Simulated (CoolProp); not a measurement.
A simple Rankine cycle with water: condensing at 310.15 K, boiler at 16.9 MPa, turbine inlet 640.1 K, turbine efficiency 0.6, pump efficiency 0.6, no recuperator. Each further row changes one setting.

The numbers come from the reference Helmholtz-energy equation of state, Wagner 2002 in CoolProp.

```json
[
 {"case": "as stated", "thermal efficiency (%)": "23.5", "net work (kJ/kg)": "595", "heat in (kJ/kg)": "2540", "turbine exit temperature (K)": "310.2", "volume ratio over the turbine": "1740"},
 {"case": "turbine inlet 660.1 K", "thermal efficiency (%)": "23.8", "net work (kJ/kg)": "637", "heat in (kJ/kg)": "2670", "turbine exit temperature (K)": "310.2", "volume ratio over the turbine": "1560"},
 {"case": "condensing temperature 302.15 K", "thermal efficiency (%)": "24.1", "net work (kJ/kg)": "619", "heat in (kJ/kg)": "2570", "turbine exit temperature (K)": "302.1", "volume ratio over the turbine": "2640"},
 {"case": "boiler pressure 11.8 MPa", "thermal efficiency (%)": "23.5", "net work (kJ/kg)": "648", "heat in (kJ/kg)": "2760", "turbine exit temperature (K)": "310.2", "volume ratio over the turbine": "1040"},
 {"case": "turbine efficiency 0.5", "thermal efficiency (%)": "19.4", "net work (kJ/kg)": "491", "heat in (kJ/kg)": "2540", "turbine exit temperature (K)": "310.2", "volume ratio over the turbine": "1830"}
]
```

The expansion ends wet for: as stated; turbine inlet 660.1 K; condensing temperature 302.15 K; boiler pressure 11.8 MPa; turbine efficiency 0.5.
